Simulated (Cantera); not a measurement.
A perfectly stirred reactor is fed with 52.4 % CH₄, 47.6 % H₂O, at 5.00 bar; it is held at 1625 K, and followed from long to short residence time.

Computed with Cantera and GRI-Mech 3.0 (53 species, 325 reactions).

Predict: x(CH₄) at τ = 27.0 s; x(H₂O) at τ = 27.0 s; x(CH₂O) at τ = 27.0 s; x(CO) at τ = 27.0 s; x(CH₄) at τ = 0.470 s; x(H₂O) at τ = 0.470 s; x(CH₂O) at τ = 0.470 s; x(CO) at τ = 0.470 s.


```
Property                  Value
----------------------  -------
x(CH₄) at τ = 27.0 s     0.0680
x(H₂O) at τ = 27.0 s     0.0632
x(CH₂O) at τ = 27.0 s   3.46e-7
x(CO) at τ = 27.0 s       0.196
x(CH₄) at τ = 0.470 s     0.125
x(H₂O) at τ = 0.470 s     0.244
x(CH₂O) at τ = 0.470 s  9.27e-7
x(CO) at τ = 0.470 s     0.0671
```
